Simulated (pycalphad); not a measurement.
An equivalent pycalphad script:

```python
from pycalphad import Database, equilibrium, calculate, variables as v
import numpy as np
db = Database('COST507.tdb')
comps = ['TI', 'HF', 'B', 'VA']
phases = ['B2M', 'B2TI', 'B4M3', 'B4TI3', 'BCC_A2', 'BETA_RHOMBO_B', 'BM', 'BTI', 'HCP_A3', 'LIQUID']
eq = equilibrium(db, comps, phases, {v.X('HF'): 0.0839, v.X('B'): 0.003, v.T: np.arange(2850, 499, -40), v.P: 101325, v.N: 1}, output=['HM', 'SM'])
```

Computed with pycalphad from the COST 507 light-alloy database (1999), at 1 atm. The data set is of 1999 and partly superseded. Amounts are mole fractions of atoms. Kinetics are ignored, which matters at the lower temperatures.

Results at three of the temperatures:

```
T = 2290.00 K, P = 101325 Pa, N = 1 mol of atoms
G = -165129 J/mol, H = 86250 J/mol, S = 109.77 J/(mol K)  (SER reference)
chemical potentials (J/mol): Ti -157765, Hf -240584, B -296034
phase             fraction      x(Ti)      x(Hf)       x(B)
LIQUID              1.0000     0.9131     0.0839     0.0030
```

```
T = 2130.00 K, P = 101325 Pa, N = 1 mol of atoms
G = -147828 J/mol, H = 78890 J/mol, S = 106.44 J/(mol K)  (SER reference)
chemical potentials (J/mol): Ti -140991, Hf -217596, B -277866
phase             fraction      x(Ti)      x(Hf)       x(B)
LIQUID              1.0000     0.9131     0.0839     0.0030
```

```
T = 570.00 K, P = 101325 Pa, N = 1 mol of atoms
G = -21929 J/mol, H = 7914 J/mol, S = 52.36 J/(mol K)  (SER reference)
chemical potentials (J/mol): Ti -20453, Hf -32744, B -168770
phase             fraction      x(Ti)      x(Hf)       x(B)
HCP_A3              0.9942     0.9155     0.0844   9.71e-05
BM                  0.0058     0.4986     0.0014     0.5000
```

Changes of the phase set, refined by bisection:

| T (°C) | phases above | phases below |
|---|---|---|
| 1648.2 | LIQUID | BCC_A2 + LIQUID |
| 1542.8 | BCC_A2 + LIQUID | BCC_A2 + BM |
| 829.7 | BCC_A2 + BM | BCC_A2 + BM + HCP_A3 |
| 821.7 | BCC_A2 + BM + HCP_A3 | BM + HCP_A3 |

Database names, with the compositions (at.%) that they take in these runs: BM: Ti 49 B 50 Hf 0. BCC_A2 is bcc; HCP_A3 is hcp.
